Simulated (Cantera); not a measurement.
Charge: 1 mol CaO, 4.9 mol HBr.

Cantera equilibrium calculation (NASA polynomials, part measured and part estimated; ideal gas, pure solids and liquids). Candidate condensed phases: Br2, Ca, CaBr2, CaO, Ca(OH)2, H2O; 19 gas species. Equilibrium is a limit: real reactors are often held back by kinetics, nucleation or transport.

Stable condensed phases, one row left out:

```
T in °C \ P in Pa
              1    3.2     10     32    100    320   1000   3200  10000  32000 100000
   1577       A      A      B      B      B      B      B      B      B      B      B
   1477       A      B      B      B      B      B      B      B      B      B      C
   1377       A      B      B      B      B      B      B      B      B      C      C
   1277       B      B      B      B      B      B      B      B      C      C      C
   1177       B      B      B      B      B      B      B      C      C      C      C
   1077       B      B      B      B      B      B      C      C      C      C      C
    877       B      B      B      C      C      C      C      C      C      C      C
    777       C      C      C      C      C      C      C      C      C      C      C
    677       C      C      C      C      C      C      C      C      C      C      C
    577       C      C      C      C      C      C      C      C      C      C      C
    477       C      C      C      C      C      C      C      C      C      C      C
```

A: CaO; B: gas only; C: CaBr2.

**Question.** Give the row for 977 °C.

**Answer.** 1: gas only; 3.2: gas only; 10: gas only; 32: gas only; 100: CaBr2; 320: CaBr2; 1000: CaBr2; 3200: CaBr2; 10000: CaBr2; 32000: CaBr2; 100000: CaBr2.
